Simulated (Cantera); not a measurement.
**Premixed flame**

A freely propagating, adiabatic, planar premixed flame of 9.32 % CH4, 0.345 % H2, 18.8 % O2, 71.5 % N2, equivalence ratio 1.00, unburnt at 400 K and 1430 Torr; mixture-averaged transport, grid criteria slope 0.08 and curve 0.16, no radiation.

Cantera simulation using GRI-Mech 3.0 (53 species, 325 reactions); the numbers are that mechanism's predictions, not measurements. Burning velocities carry a grid error of a few per cent, more on coarse grids.

```tsv
z (mm)	T (K)	u (m/s)	x CH4	x H2	x O2	x C2H4	x N2O	x H2O2
-0.746	400	0.494	0.0932	0.00395	0.188	<1e-8	<1e-8	1.17e-8
-0.497	402	0.497	0.0929	0.00506	0.188	1.43e-7	<1e-8	1.75e-7
-0.373	410	0.507	0.0923	0.00655	0.187	1.12e-6	<1e-8	1.01e-6
-0.249	478	0.594	0.0879	0.00975	0.182	1.68e-5	<1e-8	8.37e-6
-0.124	917	1.16	0.0615	0.0149	0.146	0.000228	1.98e-8	3.16e-5
-0.0622	1356	1.72	0.0335	0.0175	0.104	0.000490	5.23e-8	1.74e-5
0	1764	2.25	0.00721	0.0173	0.0552	0.000289	1.07e-7	1.53e-6
0.0622	1927	2.45	0.000368	0.0131	0.0292	9.65e-6	1.68e-7	5.12e-7
0.124	1983	2.51	9.24e-6	0.0112	0.0212	7.46e-8	2.00e-7	4.19e-7
0.249	2050	2.58	1.36e-8	0.0102	0.0167	<1e-8	2.08e-7	3.27e-7
0.497	2125	2.67	<1e-8	0.00868	0.0135	<1e-8	2.09e-7	2.35e-7
0.995	2193	2.74	<1e-8	0.00672	0.0105	<1e-8	2.07e-7	1.65e-7
1.99	2242	2.79	<1e-8	0.00512	0.00815	<1e-8	1.94e-7	1.21e-7
```
x: mole fraction of selected species; z is measured from the peak of heat release.

```yaml
laminar_burning_velocity: 49.4 cm/s
thermal_thickness: 0.249 mm
peak x(C2H4): 0.000528
peak x(H2O2): 3.19e-5
grid_points: 149
```
